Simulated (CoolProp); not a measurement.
Saturated liquid density (kg/m³) of n-heptane: the reference equation beside estimates from Tc = 268.1 °C, pc = 2.774 MPa, ω = 0.349. Rackett uses Z = 0.29056 − 0.08775 ω.

Computed with CoolProp (reference Helmholtz-energy equation of state, Span 2003). It is a short technical equation, of lower accuracy than the large ones.

```csv
T (°C),reference,Rackett,van der Waals,Peng-Robinson
134.85,577.6,586.0,335.1,578.5
139.45,572.7,580.7,332.1,572.8
144.05,?,?,?,?
148.75,562.5,569.8,326.0,560.6
153.35,557.3,564.3,322.9,?
157.95,?,558.7,319.7,547.9
162.55,546.5,552.9,316.4,541.2
167.15,540.9,547.0,313.0,534.3
171.75,535.2,541.0,309.6,527.1
176.45,?,534.7,306.0,519.5
181.05,523.2,?,302.4,511.9
```

**Question.** Complete the blanks.

**Answer.** 
- 144.05, reference: 567.7
- 144.05, Rackett: 575.4
- 144.05, van der Waals: 329.1
- 144.05, Peng-Robinson: 566.9
- 153.35, Peng-Robinson: 554.3
- 157.95, reference: 551.9
- 176.45, reference: 529.2
- 181.05, Rackett: 528.4

Absolute difference from the reference over all 11 rows, mean and median: Rackett 1.2 and 1.2 %, van der Waals 42.1 and 42.1 %, Peng-Robinson 0.9 and 0.7 %.
